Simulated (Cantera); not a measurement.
Feed: 1 mol SiH2Cl2, 5.8 mol NH3, equilibrated at 0.133 bar.

Equilibrium computed with Cantera from the NASA thermochemical tables; the gas is ideal and each condensed phase is pure. Candidate condensed phases: NH4Cl, Si, Si3N4; 28 gas species. The tables' values for SiCl3 are old estimates; treat these amounts as uncertain. Equilibrium is a limit: real reactors are often held back by kinetics, nucleation or transport. All values below are at 1398 K.

Base state: H2 0.674, N2 0.173, HCl 0.152, SiCl2 0.000390, SiCl4 0.000195, SiCl3 0.000133, SiHCl3 6.05e-5, H 1.06e-5 (mole fractions); condensed: Si3N4(s).

### Question
What changes in the equilibrium state with this change: pressure from 0.133 bar to 1.33 mbar?

### Answer
```
species          before     after
-------------  --------  --------
H2                0.674     0.677
N2                0.173     0.177
HCl               0.152     0.139
SiCl2          0.000390   0.00689
H               1.06e-5  0.000107
Cl              1.98e-6   1.81e-5
SiCl4          0.000195   2.87e-5
Si3N4(s), mol     0.330     0.302
```
